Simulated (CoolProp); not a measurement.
Vapour-liquid equilibrium of R125 (1) + n-butane (2) at 0.219 MPa; x and y are mole fractions of (1).

Model: multi-fluid Helmholtz-energy mixture model, Lemmon 2005 and Bücker 2006; pair parameters Bell 2016, in CoolProp.

| x | bubble temperature (°C) | y at the bubble point | dew temperature at overall composition x (°C) | liquid density (mol/L) |
|---|---|---|---|---|
| 0.05 | 0.3 | 0.526 | 20.0 | 10.34 |
| 0.125 | -15.4 | 0.759 | 17.5 | 10.67 |
| 0.2 | -22.3 | 0.830 | 14.8 | 10.85 |
| 0.275 | -25.6 | 0.859 | 11.9 | 10.96 |
| 0.35 | -27.2 | 0.873 | 8.8 | 11.04 |
| 0.425 | -28.0 | 0.879 | 5.4 | 11.12 |
| 0.5 | -28.4 | 0.883 | 1.7 | 11.19 |
| 0.575 | -28.7 | 0.887 | -2.4 | 11.27 |
| 0.65 | -28.9 | 0.891 | -7.1 | 11.36 |
| 0.725 | -29.3 | 0.897 | -12.6 | 11.47 |
| 0.8 | -29.8 | 0.908 | -19.2 | 11.61 |
| 0.875 | -30.3 | 0.928 | -27.5 | 11.77 |
| 0.95 | -30.8 | 0.962 | -30.6 | 11.95 |

No azeotrope shows between x = 0.05 and 0.95.

Pair parameters are fitted to limited data, so mixtures are less certain than the pure fluids. With so large a gap from Raoult's law the liquid may split in two, which this calculation doesn't test in full.
